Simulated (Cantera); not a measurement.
Feed: 1 mol SiH4, 2.5 mol NH3, at 1173.15 K and 97.5 Torr.

Cantera equilibrium calculation (NASA polynomials, part measured and part estimated; ideal gas, pure solids and liquids). Candidate condensed phases: Si, Si3N4; 18 gas species. The numbers say what is thermodynamically allowed, not how fast it happens.

What is the equilibrium state?


| Quantity | Value |
|---|---|
| x(H2) | 0.908 |
| x(N2) | 0.0921 |
| x(NH3) | 7.42e-6 |
| n(Si3N4(s)) | 0.333 mol |
| gas amount | 6.333 mol |
| log10 activity of Si(s) (absent) | -4.00 |
